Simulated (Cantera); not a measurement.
An isothermal, constant-pressure homogeneous reactor starts with H2 : O2 : N2 = 0.088 : 1 : 4.8 (molar parts), equivalence ratio 0.044, at 1450 K and 0.00230 bar. Integrator tolerance rtol = 1e-08.

Cantera simulation using GRI-Mech 3.0 (53 species, 325 reactions); the numbers are that mechanism's predictions, not measurements. Radical loss at walls, strong at low pressure, is not modelled.

| quantity | before | after |
|---|---|---|
| x(H2) at 20.0 s | 0.000144 (gas-phase equilibrium 7.39e-7) | 9.05e-7 (gas-phase equilibrium 3.07e-7) |
| x(O2) at 20.0 s | 0.161 (gas-phase equilibrium 0.163) | 0.164 (gas-phase equilibrium 0.163) |
| x(N2O) at 20.0 s | 2.43e-9 (gas-phase equilibrium 2.62e-9) | 1.41e-8 (gas-phase equilibrium 6.31e-9) |
| x(H) at 20.0 s | 0.000494 (gas-phase equilibrium 1.71e-7) | 2.31e-7 (gas-phase equilibrium 4.57e-8) |
| x(HO2) at 20.0 s | 3.70e-8 (gas-phase equilibrium 9.42e-9) | 1.29e-8 (gas-phase equilibrium 1.46e-8) |
| x(H2O) at 20.0 s | 0.0141 (gas-phase equilibrium 0.0150) | 0.0150 (gas-phase equilibrium 0.0150) |

Problem. Name the change that produced these shifts.
(A) pressure from 0.00230 bar to 0.0133 bar
(B) O2 1 to 0.23 parts
(C) pressure from 0.00230 bar to 0.00710 bar
(D) temperature 1450 to 1250 K

Solution. A, pressure from 0.00230 bar to 0.0133 bar
